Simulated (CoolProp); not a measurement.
A simple Rankine cycle with n-hexane: condensing at 308.15 K, boiler at 1.53 MPa, turbine inlet 599 K, turbine efficiency 0.65, pump efficiency 0.6, no recuperator. Each further row changes one setting.

Values from CoolProp's reference Helmholtz-energy equation of state, Thol 2019.

```csv
case,thermal efficiency (%),net work (kJ/kg),heat in (kJ/kg),turbine exit temperature (K),volume ratio over the turbine
as stated,___,___,1010,543.8,___
condensing temperature 300.15 K,___,139,1030,539.8,___
boiler pressure 1.07 MPa,___,120,1020,550.1,34.4
turbine efficiency 0.55,___,___,1010,551.3,51.1
```

Problem. What belongs in the gaps?

Solution. 
- as stated, thermal efficiency (%): 12.7
- as stated, net work (kJ/kg): 129
- as stated, volume ratio over the turbine: 50.4
- condensing temperature 300.15 K, thermal efficiency (%): 13.5
- condensing temperature 300.15 K, volume ratio over the turbine: 69.7
- boiler pressure 1.07 MPa, thermal efficiency (%): 11.7
- turbine efficiency 0.55, thermal efficiency (%): 10.7
- turbine efficiency 0.55, net work (kJ/kg): 108
